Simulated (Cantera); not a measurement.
Input (Python, Cantera):

```python
import numpy as np
import cantera as ct

gas = ct.Solution("gri30.yaml")


def delay(T, t_max=10):
    gas.TPX = T, 630000, {'CH4': 1, 'C2H6': 0.085, 'O2': 4.33, 'N2': 20.4}
    reactor = ct.IdealGasConstPressureReactor(gas, clone=False)
    net = ct.ReactorNet([reactor])
    net.rtol, net.atol = 1e-8, 1e-16
    while net.time < t_max:
        t_old, T_old = net.time, reactor.T
        net.step()
        if reactor.T > T + 400:  # ignition: a rise of 400 K
            return t_old + (T + 400 - T_old) / (reactor.T - T_old) * (net.time - t_old)
    return np.nan


taus = []
for T in [1050, 1100, 1150, 1200, 1250, 1300, 1350, 1400, 1450]:
    taus.append(delay(T))
    print(f"T0 = {T:6g} K   tau = {taus[-1]:.4e} s")
```

Output:

```
T0 =   1050 K   tau = 1.7109e-02 s
T0 =   1100 K   tau = 7.2799e-03 s
T0 =   1150 K   tau = 3.4534e-03 s
T0 =   1200 K   tau = 1.7913e-03 s
T0 =   1250 K   tau = 9.9383e-04 s
T0 =   1300 K   tau = 5.7900e-04 s
T0 =   1350 K   tau = 3.4958e-04 s
T0 =   1400 K   tau = 2.1688e-04 s
T0 =   1450 K   tau = 1.3761e-04 s
```

Model: GRI-Mech 3.0 (53 species, 325 reactions), integrated in Cantera.
